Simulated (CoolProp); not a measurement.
Saturation properties of ethanol (Tc = 514.7 K, pc = 6.268 MPa, ω = 0.644).

Values from CoolProp's reference Helmholtz-energy equation of state, Schroeder 2014.

| T (K) | p (MPa) | liquid density (kg/m³) | liquid viscosity (µPa s) |
|---|---|---|---|
| 378.6 | 0.2694 | 708.0 | 302 |
| 380.8 | 0.2896 | 705.5 | 293 |
| 383.1 | 0.3121 | 702.8 | 284 |
| 385.3 | 0.3349 | 700.2 | 276 |
| 387.6 | 0.3601 | 697.5 | 268 |
| 389.8 | 0.3856 | 694.9 | 260 |
| 392.1 | 0.4139 | 692.1 | 252 |
| 394.3 | 0.4424 | 689.4 | 245 |
| 396.6 | 0.4739 | 686.5 | 238 |
| 398.8 | 0.5057 | 683.7 | 232 |
| 401.1 | 0.5406 | 680.7 | 225 |
| 403.3 | 0.5759 | 677.8 | 219 |
| 405.6 | 0.6147 | 674.7 | 212 |
| 407.9 | 0.6554 | 671.6 | 206 |

It boils at 351.6 K under 1 atm.

Viscosity comes from a separate model (Kiselev 2005).
